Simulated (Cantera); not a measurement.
An isothermal, constant-pressure homogeneous reactor starts with N₂O = 1 (molar parts), at 1198 K and 0.247 atm.

Model: GRI-Mech 3.0 (53 species, 325 reactions), integrated in Cantera. GRI-Mech 3.0 was tuned for natural gas; its chemistry of N2O as a main component is partial and can be far from experiment. The mechanism lacks the step 2 NO + O2 → 2 NO2, which can matter for NO2 below about 1400 K. The temperature is held fixed by assumption; the heat of reaction is taken as removed at once.

x: mole fraction; the columns are a selection and need not sum to one.

```
t (s)      x N₂O     x NO₂      x NO      x N₂      x O      x O₂
--------  ------  --------  --------  --------  -------  --------
0.000100   1.000  2.37e-12   1.17e-6   1.23e-5  1.72e-6   5.01e-6
0.000316   1.000  3.47e-11   4.45e-6   4.23e-5  1.75e-6   1.92e-5
0.00100    1.000  3.85e-10   1.49e-5  0.000137  1.75e-6   6.40e-5
0.00316    0.999   3.94e-9   4.78e-5  0.000437  1.75e-6  0.000206
0.0100     0.998       [?]       [?]       [?]  1.75e-6       [?]
0.0316     0.993   3.34e-7  0.000479   0.00437  1.75e-6   0.00206
0.100      0.978   2.33e-6   0.00150    0.0137  1.75e-6   0.00646
0.316      0.934   1.08e-5   0.00458    0.0419  1.74e-6    0.0198
1.00       0.810   3.53e-5    0.0131     0.120  1.71e-6    0.0569
3.16       0.537   8.94e-5    0.0315     0.293  1.61e-6     0.139
10.0       0.186  0.000158    0.0532     0.516  1.24e-6     0.245
31.6      0.0187  0.000212    0.0597     0.624  3.18e-7     0.297
100          [?]       [?]    0.0591     0.637      [?]     0.303
```

**Question.** Fill in the missing entries.

**Answer.** 
- 0.0100, x NO₂: 3.79e-8
- 0.0100, x NO: 0.000152
- 0.0100, x N₂: 0.00138
- 0.0100, x O₂: 0.000653
- 100, x N₂O: 9.94e-5
- 100, x NO₂: 0.000582
- 100, x O: 2.81e-8
